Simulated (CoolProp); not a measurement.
Values from CoolProp's reference Helmholtz-energy equation of state, Platzer 1990. This equation is an older, rougher fit.

Q: For CF4 (R14), give the phase and the cv (kJ/(kg K)), viscosity (µPa s), Prandtl number at -78.55 °C and 0.0427 MPa; -50.55 °C and 1.33 MPa.

A: 
- -78.55 °C and 0.0427 MPa: gas; cv 0.433, viscosity 11.6, Prandtl number 0.743
- -50.55 °C and 1.33 MPa: gas; cv 0.499, viscosity 14.4, Prandtl number 0.871

Viscosity comes from a separate model (Huber 2003), an estimate that may be off by 10 % or more. Thermal conductivity comes from a separate model (Huber 2003), an estimate that may be off by 10 % or more.
